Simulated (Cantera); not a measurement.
Stirred combustor or abatement burner

A perfectly stirred reactor is fed with 2.99 % C3H8, 12.5 % O2, 84.6 % N2, equivalence ratio 1.2, at 0.690 bar; it is adiabatic with a 475 K inlet, and is followed from long to short residence time, starting on the burning branch (τ in s: 0.038, 0.018, 0.0085, 0.0041, 0.0019, 0.00092, 0.00044, 0.00021, 9.8e-05, 4.7e-05).

Detailed kinetics in Cantera: GRI-Mech 3.0 (53 species, 325 reactions). GRI-Mech 3.0 was tuned for natural gas; its chemistry of propane as a main component is partial and can be far from experiment.

| τ (s) | T (K) | x C3H8 | x O2 | x HCN | x CH2O | x NO | x C2H | x HCO |
|---|---|---|---|---|---|---|---|---|
| 0.038 | 1734 | 1.65e-6 | 0.000476 | 9.25e-6 | 1.98e-6 | 0.000106 | 3.36e-8 | 1.85e-7 |
| 0.018 | 1724 | 2.82e-6 | 0.000774 | 1.09e-5 | 3.09e-6 | 0.000107 | 5.17e-8 | 3.44e-7 |
| 0.0085 | 1711 | 4.98e-6 | 0.00124 | 1.26e-5 | 5.04e-6 | 0.000103 | 8.02e-8 | 6.58e-7 |
| 0.0041 | 1694 | 9.05e-6 | 0.00197 | 1.45e-5 | 8.56e-6 | 9.39e-5 | 1.23e-7 | 1.27e-6 |
| 0.0019 | 1670 | 1.82e-5 | 0.00330 | 1.62e-5 | 1.62e-5 | 7.71e-5 | 1.91e-7 | 2.65e-6 |
| 0.00092 | 1633 | 4.03e-5 | 0.00591 | 1.66e-5 | 3.33e-5 | 5.31e-5 | 2.69e-7 | 5.63e-6 |
| 0.00044 | 475 | 0.0299 | 0.125 | <1e-12 | <1e-12 | <1e-12 | <1e-12 | <1e-12 |
| 0.00021 | 475 | 0.0299 | 0.125 | <1e-12 | <1e-12 | <1e-12 | <1e-12 | <1e-12 |
| 9.8e-5 | 475 | 0.0299 | 0.125 | <1e-12 | <1e-12 | <1e-12 | <1e-12 | <1e-12 |
| 4.7e-5 | 475 | 0.0299 | 0.125 | <1e-12 | <1e-12 | <1e-12 | <1e-12 | <1e-12 |
x: mole fraction; the columns are a selection and need not sum to one.
